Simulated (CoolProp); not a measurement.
Properties of R152A along the isotherm 27.05 °C (Tc = 113.3 °C, pc = 4517 kPa, ω = 0.275).

Computed with CoolProp (reference Helmholtz-energy equation of state, Outcalt 1996). It is a modified Benedict-Webb-Rubin equation, recast in Helmholtz form.

```
p (kPa)   phase  expansivity (1/kK)  viscosity (µPa s)
-------  ------  ------------------  -----------------
7.14        gas               3.349               11.2
12.7        gas               3.363               11.2
22.6        gas               3.387               11.2
40.2        gas               3.432               11.2
71.4        gas               3.514               11.2
127         gas               3.667               11.2
226         gas               3.968               11.2
402         gas               4.610               11.2
714      liquid               2.942                158
1270     liquid               2.893                159
2260     liquid               2.811                162
```

Viscosity comes from a separate model (Bell 2016), an estimate that may be off by 10 % or more.
